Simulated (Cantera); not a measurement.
Cantera run:

```python
import numpy as np
import cantera as ct

gas_names = [...]  # 87 gases of nasa_gas.yaml made of C, H, Si
cond_names = """
    C(gr) C6H6(L) C7H8(L) C8H18(L),n-octa Si(cr) Si(L) SiC(b)
""".split()


# ... load() reads the species with a 1 bar reference pressure and builds the phases ...
atoms = {
    'SiH4': {'Si': 1, 'H': 4},
    'C3H8': {'C': 3, 'H': 8},
    'H2': {'H': 2},
}
top_T = {'C(gr)': 4500, 'SiC(b)': 3050}  # K; cautious upper limits of use, not melting points


# ... equilibrate(T, P, feed) seeds the gas with the atoms and calls Mixture.equilibrate('TP', solver="vcs", rtol=1e-11, max_steps=5000) ...
results = []
feed = {'SiH4': 1, 'C3H8': 0.041, 'H2': 1}  # mol
P = 1000  # Pa
for T in [973, 1123, 1273, 1423, 1573, 1723, 1873, 2023, 2173, 2323, 2473, 2623]:
    mix = equilibrate(T, P, feed)
    results.append((T, P, feed, dict(zip(mix.species_names, mix.species_moles))))

top = {s: max(r[3][s] / sum(r[3][g] for g in gas_names) for r in results) for s in gas_names}
cols = sorted((s for s in top if top[s] > 0.0001), key=lambda s: -top[s])[:5]
seen = [c for c in cond_names if any(r[3].get(c, 0) > 1e-12 for r in results)]
print("log10 of partial pressures in bar; condensed amounts in mol")
print(f"{'T/K':>10s}" + "".join(f"{s[:9]:>10s}" for s in cols + seen))
for T, P, feed, n in results:
    ng = sum(n[g] for g in gas_names)
    print(f"{T:10.4g}" + "".join(f"{np.log10(max(n[s] / ng * P / 1e5, 1e-99)):10.3f}" for s in cols)
          + "".join(f"{n.get(c, 0):10.4g}" for c in seen))
```

It prints:

```
log10 of partial pressures in bar; condensed amounts in mol
       T/K        H2         H        Si      Si2C      SiC2    Si(cr)     Si(L)    SiC(b)
       973    -2.000    -9.966   -16.400   -22.063   -29.254     0.877         0     0.123
      1123    -2.000    -8.371   -13.191   -17.759   -23.823     0.877         0     0.123
      1273    -2.000    -7.147   -10.744   -14.484   -19.684     0.877         0     0.123
      1423    -2.000    -6.178    -8.816   -11.912   -16.426     0.877         0     0.123
      1573    -2.000    -5.391    -7.260    -9.840   -13.798     0.877         0     0.123
      1723    -2.001    -4.739    -6.007    -8.167   -11.604         0    0.8766     0.123
      1873    -2.003    -4.192    -5.055    -6.867    -9.671         0    0.8737     0.123
      2023    -2.011    -3.727    -4.245    -5.765    -8.031         0    0.8561    0.1224
      2173    -2.035    -3.334    -3.548    -4.821    -6.622         0    0.7688    0.1177
      2323    -2.112    -3.019    -2.943    -4.003    -5.400         0    0.3653   0.08103
      2473    -2.209    -2.756    -2.750    -3.786    -4.312         0         0         0
      2623    -2.300    -2.525    -2.743    -4.205    -4.080         0         0         0
```

Method: chemical equilibrium by Gibbs-energy minimisation in Cantera with the NASA 1993 tables (ideal gas, pure condensed phases). Mutual solubility and eutectic melting of coexisting phases are not modelled. Gases not in the tables: Si2H6 and higher silanes.
